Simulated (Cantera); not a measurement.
**Silicon epitaxy and polysilicon growth: Si2Cl6 + Cl2 + H2**

A closed system holds: 1 mol Si2Cl6, 0.033 mol Cl2, 120 mol H2, at 0.0133 bar.

Equilibrium computed with Cantera from the NASA thermochemical tables; the gas is ideal and each condensed phase is pure. Candidate condensed phases: Si; 19 gas species. The feed counts by its element totals alone. The tables' values for SiCl3, SiCl are old estimates; treat these amounts as uncertain. Kinetics and transport are ignored.

```tsv
T (K)	x H2	x HCl	x SiCl2	x SiCl4	x SiHCl3	x H	x SiCl3	n Si(s)
1025	0.971	0.0204	0.000766	0.00502	0.00205	3.72e-8	0.000429	0.979
1125	0.961	0.0328	0.00237	0.00182	0.000925	3.77e-7	0.000591	1.29
1225	0.957	0.0386	0.00380	0.000306	0.000237	2.64e-6	0.000384	1.42
1325	0.956	0.0395	0.00447	4.24e-5	5.26e-5	1.38e-5	0.000187	1.41
1425	0.956	0.0392	0.00486	7.05e-6	1.34e-5	5.78e-5	9.33e-5	1.39
1525	0.956	0.0388	0.00516	1.46e-6	4.05e-6	0.000200	5.03e-5	1.36
1625	0.956	0.0384	0.00540	3.64e-7	1.41e-6	0.000597	2.91e-5	1.33
```
x: gas mole fraction; n: condensed amount in mol.

From 1025 K to 1625 K the condensed part is Si(s). The main Si-bearing gas is SiCl4 at 1025 K and SiCl2 at 1625 K. The share of Si in condensed phases is highest at 1225 K (70.8 %) and lowest at 1025 K (48.9 %).
